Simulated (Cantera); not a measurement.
Cantera run:

```python
import numpy as np
import cantera as ct

gas_names = """
    Fe H H2 H2S S SH S2 S8
""".split()
cond_names = """
    Fe(a) Fe(c) Fe(d) Fe(L) FeS(a) FeS(b) FeS(c) FeS(L) FeS2(s) S(cr1) S(cr2) S(L)
""".split()


# ... load() reads the species with a 1 bar reference pressure and builds the phases ...
atoms = {
    'FeS': {'Fe': 1, 'S': 1},
    'H2': {'H': 2},
}
top_T = {'FeS2(s)': 1010}  # K; cautious upper limits of use, not melting points


# ... equilibrate(T, P, feed) seeds the gas with the atoms and calls Mixture.equilibrate('TP', solver="vcs", rtol=1e-11, max_steps=5000) ...
results = []
feed = {'FeS': 1, 'H2': 1500}  # mol
P = 290000  # Pa
for T in [1473, 1523, 1573, 1623, 1673, 1723, 1773, 1823, 1873, 1923, 1973, 2023, 2073]:
    mix = equilibrate(T, P, feed)
    results.append((T, P, feed, dict(zip(mix.species_names, mix.species_moles))))
    x = sorted(zip(gas.X, gas.species_names), reverse=True)
    print(f"T = {T:g} K  P = {P:g} Pa  gas = {mix.phase_moles(0):.4g} mol")
    print("   x: " + "  ".join(f"{s} {v:.3e}" for v, s in x if v > 0.0001))
    print("   condensed (mol): " + ("  ".join(f"{mix.phase(i).name} {mix.phase_moles(i):.4g}"
          for i in range(1, mix.n_phases) if mix.phase_moles(i) > 1e-12) or "none"))
```

Result:

```
T = 1473 K  P = 290000 Pa  gas = 1500 mol
   x: H2 9.993e-01  H2S 6.653e-04
   condensed (mol): Fe(c) 1
T = 1523 K  P = 290000 Pa  gas = 1500 mol
   x: H2 9.993e-01  H2S 6.645e-04
   condensed (mol): Fe(c) 0.9999
T = 1573 K  P = 290000 Pa  gas = 1500 mol
   x: H2 9.993e-01  H2S 6.634e-04
   condensed (mol): Fe(c) 0.9997
T = 1623 K  P = 290000 Pa  gas = 1500 mol
   x: H2 9.993e-01  H2S 6.618e-04
   condensed (mol): Fe(c) 0.9991
T = 1673 K  P = 290000 Pa  gas = 1500 mol
   x: H2 9.993e-01  H2S 6.597e-04
   condensed (mol): Fe(d) 0.9979
T = 1723 K  P = 290000 Pa  gas = 1500 mol
   x: H2 9.992e-01  H2S 6.569e-04  H 1.070e-04
   condensed (mol): Fe(d) 0.9953
T = 1773 K  P = 290000 Pa  gas = 1500 mol
   x: H2 9.992e-01  H2S 6.532e-04  H 1.670e-04
   condensed (mol): Fe(d) 0.9898
T = 1823 K  P = 290000 Pa  gas = 1500 mol
   x: H2 9.991e-01  H2S 6.484e-04  H 2.543e-04
   condensed (mol): Fe(L) 0.9789
T = 1873 K  P = 290000 Pa  gas = 1500 mol
   x: H2 9.989e-01  H2S 6.424e-04  H 3.788e-04
   condensed (mol): Fe(L) 0.9591
T = 1923 K  P = 290000 Pa  gas = 1501 mol
   x: H2 9.987e-01  H2S 6.350e-04  H 5.528e-04
   condensed (mol): Fe(L) 0.9234
T = 1973 K  P = 290000 Pa  gas = 1501 mol
   x: H2 9.984e-01  H 7.917e-04  H2S 6.259e-04
   condensed (mol): Fe(L) 0.8612
T = 2023 K  P = 290000 Pa  gas = 1501 mol
   x: H2 9.981e-01  H 1.114e-03  H2S 6.149e-04  Fe 1.623e-04
   condensed (mol): Fe(L) 0.7564
T = 2073 K  P = 290000 Pa  gas = 1502 mol
   x: H2 9.975e-01  H 1.542e-03  H2S 6.020e-04  Fe 2.768e-04
   condensed (mol): Fe(L) 0.5843
```

Method: chemical equilibrium by Gibbs-energy minimisation in Cantera with the NASA 1993 tables (ideal gas, pure condensed phases).
